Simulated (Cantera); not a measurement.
**Silicon carbide growth: SiH₄ + CH₄ + H₂ + HCl**

Input: 1 mol SiH₄, 0.39 mol CH₄, 750 mol H₂, 0.48 mol HCl, equilibrated at 4.70 mbar.

Cantera equilibrium calculation (NASA polynomials, part measured and part estimated; ideal gas, pure solids and liquids). Candidate condensed phases: C, C₆H₆, C₇H₈, C₈H₁₈, Si, SiC; 109 gas species. Gases not in the tables: Si₂H₆ and higher silanes. The numbers say what is thermodynamically allowed, not how fast it happens.

From 1823 K to 1973 K the condensed part is SiC(s). From 2023 K to 2273 K nothing is condensed. The main Si-bearing gas is Si throughout.

```tsv
T (K)	x H₂	x H	x Si	x HCl	n SiC(s)
1823	0.992	0.00630	0.000709	0.000628	0.383
1873	0.989	0.00936	0.000727	0.000627	0.378
1923	0.985	0.0136	0.000762	0.000624	0.352
1973	0.979	0.0195	0.000897	0.000620	0.234
2023	0.971	0.0273	0.00117	0.000613	0
2073	0.960	0.0376	0.00120	0.000606	0
2123	0.947	0.0509	0.00121	0.000596	0
2173	0.930	0.0679	0.00122	0.000583	0
2223	0.909	0.0891	0.00121	0.000567	0
2273	0.883	0.115	0.00120	0.000548	0
```
x: gas mole fraction; n: condensed amount in mol.
